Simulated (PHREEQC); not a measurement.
A solution holds 0.00058 mol LiF, 0.00014 mol CdSO4 and 0.0028 mol NiSO4 per kg of water, at 20 °C. Closed to the air; pH follows from the charge balance.

Equilibrium calculation in PHREEQC: ion-association model, wateq4f.dat.

```json
[
 {"quantity": "pH", "before": "6.52", "after": "5.91"},
 {"quantity": "ionic strength (mol/kgw)", "before": "0.0103", "after": "0.00977"},
 {"quantity": "SO4-2 (mol/kgw)", "before": "0.00244", "after": "0.00231"},
 {"quantity": "Ni+2 (mol/kgw)", "before": "0.00232", "after": "0.00219"},
 {"quantity": "NiSO4 (mol/kgw)", "before": "0.000463", "after": "0.000592"},
 {"quantity": "Cd+2 (mol/kgw)", "before": "0.000107", "after": "0.000102"},
 {"quantity": "SI of Morenosite (NiSO4:7H2O)", "before": "-3.21", "after": "-3.67"}
]
```

**Question.** Name the change that produced these shifts.
A. CdSO4 from 0.00014 to 0.00021 mol/kgw
B. diluted 100-fold with water
C. CdSO4 from 0.00014 to 7e-05 mol/kgw
D. temperature from 20 to 80 °C
E. LiF replaced by LiNO3 at the same molality

**Answer.** D, temperature from 20 to 80 °C

This is a speciation only: nothing precipitates in the calculation. In wateq4f.dat the enthalpy of Ni(OH)2 has the wrong sign, so its saturation index can't be trusted away from 25 °C. Away from 25 °C the constants follow the database's enthalpies or fits; those with neither stay at their 25 °C values.
